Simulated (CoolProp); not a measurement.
Vapour-liquid equilibrium of dimethyl ether (1) + 1-butene (2) at 67.55 °C; x and y are mole fractions of (1).

The numbers come from the multi-fluid Helmholtz-energy mixture model, Wu 2011 and Lemmon 2005; pair parameters Bell 2016 in CoolProp.

| x | bubble pressure (kPa) | y at the bubble point | dew pressure at overall composition x (kPa) | liquid density (mol/L) |
|---|---|---|---|---|
| 0.05 | 960.6 | 0.090 | 936.9 | 9.551 |
| 0.125 | 1036 | 0.208 | 982.2 | 9.725 |
| 0.2 | 1109 | 0.310 | 1031 | 9.907 |
| 0.275 | 1178 | 0.399 | 1083 | … |
| 0.35 | 1245 | 0.479 | 1140 | 10.30 |
| 0.425 | 1309 | 0.551 | 1200 | 10.51 |
| 0.5 | 1370 | 0.618 | 1263 | 10.74 |
| 0.575 | … | 0.680 | 1330 | 10.97 |
| 0.65 | … | 0.739 | 1400 | 11.23 |
| 0.725 | 1537 | 0.796 | 1471 | 11.50 |
| 0.8 | … | … | 1541 | 11.79 |
| 0.875 | … | … | 1610 | … |
| 0.95 | 1684 | 0.962 | 1674 | 12.43 |

Task: Complete the blanks.

Result: 
- 0.275, liquid density (mol/L): 10.10
- 0.575, bubble pressure (kPa): 1428
- 0.65, bubble pressure (kPa): 1484
- 0.8, bubble pressure (kPa): 1589
- 0.8, y at the bubble point: 0.852
- 0.875, bubble pressure (kPa): 1638
- 0.875, y at the bubble point: 0.907
- 0.875, liquid density (mol/L): 12.10

No azeotrope shows between x = 0.05 and 0.95.

The pair parameters rest on a limited set of measurements; away from them the model extrapolates.
